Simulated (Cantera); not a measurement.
Mixture: CH₃OH : O₂ : N₂ = 1 : 2.63 : 12.9 (molar parts), equivalence ratio 0.57, at 1.00 bar, adiabatic and at constant pressure. Ignition delay is the time to a rise of 400 K.

Model: GRI-Mech 3.0 (53 species, 325 reactions), integrated in Cantera. GRI-Mech 3.0 was tuned for natural gas; its chemistry of methanol as a main component is partial and can be far from experiment.

What does this change do: constant volume in place of constant pressure?


```json
[
 {"quantity": "delay at 1025 K", "before": "0.345 s", "after": "0.341 s"},
 {"quantity": "delay at 1175 K", "before": "17.7 ms", "after": "17.2 ms"},
 {"quantity": "delay at 1325 K", "before": "1.95 ms", "after": "1.83 ms"},
 {"quantity": "delay at 1475 K", "before": "0.390 ms", "after": "0.345 ms"},
 {"quantity": "delay at 1625 K", "before": "0.124 ms", "after": "98.4 µs"},
 {"quantity": "apparent activation energy between 1475 and 1625 K", "before": "150 kJ/mol", "after": "170 kJ/mol"}
]
```

What does this change do: pressure from 1.00 bar to 10.0 bar?


```
quantity                                                before       after
--------------------------------------------------  ----------  ----------
delay at 1025 K                                        0.345 s     57.8 ms
delay at 1175 K                                        17.7 ms     2.78 ms
delay at 1325 K                                        1.95 ms    0.285 ms
delay at 1475 K                                       0.390 ms     53.1 µs
delay at 1625 K                                       0.124 ms     15.3 µs
apparent activation energy between 1475 and 1625 K  150 kJ/mol  160 kJ/mol
```
